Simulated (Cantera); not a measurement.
## NO annealing gas

A perfectly stirred reactor is fed with 86.2 % NO, 13.8 % N2, at 28000 Pa; it is held at 2175 K, and followed from long to short residence time.

Detailed kinetics in Cantera: GRI-Mech 3.0 (53 species, 325 reactions).

| τ (s) | x NO | x O2 | x NO2 | x N2 | x O | x N2O |
|---|---|---|---|---|---|---|
| 1.1 | 0.167 | 0.346 | 0.000149 | 0.485 | 0.00259 | 9.97e-6 |
| 0.47 | 0.288 | 0.285 | 0.000234 | 0.424 | 0.00238 | 3.00e-5 |
| 0.20 | 0.464 | 0.197 | 0.000314 | 0.336 | 0.00202 | 8.12e-5 |
| 0.085 | 0.644 | 0.108 | 0.000327 | 0.246 | 0.00156 | 0.000166 |
| 0.036 | 0.764 | 0.0480 | 0.000274 | 0.187 | 0.00116 | 0.000248 |
| 0.015 | 0.822 | 0.0192 | 0.000215 | 0.157 | 0.000893 | 0.000294 |
| 0.0066 | 0.845 | 0.00782 | 0.000178 | 0.146 | 0.000745 | 0.000308 |
| 0.0028 | 0.855 | 0.00289 | 0.000150 | 0.141 | 0.000633 | 0.000295 |
x: mole fraction; the columns are a selection and need not sum to one.
